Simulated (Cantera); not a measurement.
An isothermal, constant-pressure homogeneous reactor starts with CO : O2 : H2O : N2 = 0.015 : 0.0051 : 0.02 : 1 (molar parts), at 1323 K and 308 Torr.

Detailed kinetics in Cantera: GRI-Mech 3.0 (53 species, 325 reactions).

x: mole fraction; the columns are a selection and need not sum to one.

```json
[
 {"t (s)": "0.000100", "x CO": "0.0144", "x O2": "0.00490", "x H2O": "0.0192", "x H2O2": "<1e-12", "x H2": "7.49e-12", "x H": "8.05e-11", "x CO2": "9.43e-10"},
 {"t (s)": "0.000240", "x CO": "0.0144", "x O2": "0.00490", "x H2O": "0.0192", "x H2O2": "<1e-12", "x H2": "1.35e-10", "x H": "5.73e-10", "x CO2": "(withheld)"},
 {"t (s)": "0.000578", "x CO": "0.0144", "x O2": "0.00490", "x H2O": "0.0192", "x H2O2": "<1e-12", "x H2": "2.21e-9", "x H": "3.97e-9", "x CO2": "1.55e-8"},
 {"t (s)": "0.00139", "x CO": "0.0144", "x O2": "0.00490", "x H2O": "0.0192", "x H2O2": "4.90e-12", "x H2": "6.02e-8", "x H": "6.44e-8", "x CO2": "2.59e-7"},
 {"t (s)": "0.00334", "x CO": "0.0143", "x O2": "0.00485", "x H2O": "0.0192", "x H2O2": "2.10e-9", "x H2": "2.60e-5", "x H": "2.55e-5", "x CO2": "0.000103"},
 {"t (s)": "0.00804", "x CO": "0.00510", "x O2": "0.00156", "x H2O": "0.0159", "x H2O2": "6.55e-8", "x H2": "0.00193", "x H": "0.00249", "x CO2": "0.00935"},
 {"t (s)": "0.0193", "x CO": "0.00282", "x O2": "0.000333", "x H2O": "0.0166", "x H2O2": "2.98e-8", "x H2": "0.00204", "x H": "0.00119", "x CO2": "0.0117"},
 {"t (s)": "0.0465", "x CO": "0.00258", "x O2": "5.72e-5", "x H2O": "0.0171", "x H2O2": "9.37e-9", "x H2": "0.00198", "x H": "0.000460", "x CO2": "0.0119"},
 {"t (s)": "0.112", "x CO": "0.00257", "x O2": "7.74e-6", "x H2O": "0.0172", "x H2O2": "2.00e-9", "x H2": "0.00201", "x H": "0.000171", "x CO2": "0.0119"},
 {"t (s)": "0.269", "x CO": "0.00259", "x O2": "1.07e-6", "x H2O": "0.0173", "x H2O2": "3.48e-10", "x H2": "0.00203", "x H": "6.42e-5", "x CO2": "0.0119"},
 {"t (s)": "0.647", "x CO": "0.00260", "x O2": "1.56e-7", "x H2O": "0.0173", "x H2O2": "5.61e-11", "x H2": "0.00203", "x H": "2.46e-5", "x CO2": "0.0119"},
 {"t (s)": "1.56", "x CO": "0.00260", "x O2": "(withheld)", "x H2O": "0.0173", "x H2O2": "8.56e-12", "x H2": "0.00204", "x H": "(withheld)", "x CO2": "0.0119"},
 {"t (s)": "3.74", "x CO": "0.00260", "x O2": "3.28e-9", "x H2O": "0.0173", "x H2O2": "1.21e-12", "x H2": "0.00204", "x H": "3.52e-6", "x CO2": "0.0119"},
 {"t (s)": "9.00", "x CO": "0.00260", "x O2": "4.51e-10", "x H2O": "0.0173", "x H2O2": "<1e-12", "x H2": "0.00204", "x H": "1.29e-6", "x CO2": "0.0119"}
]
```

Question: Fill in the missing entries.

Answer: 
- 0.000240, x CO2: 3.00e-9
- 1.56, x O2: 2.32e-8
- 1.56, x H: 9.44e-6
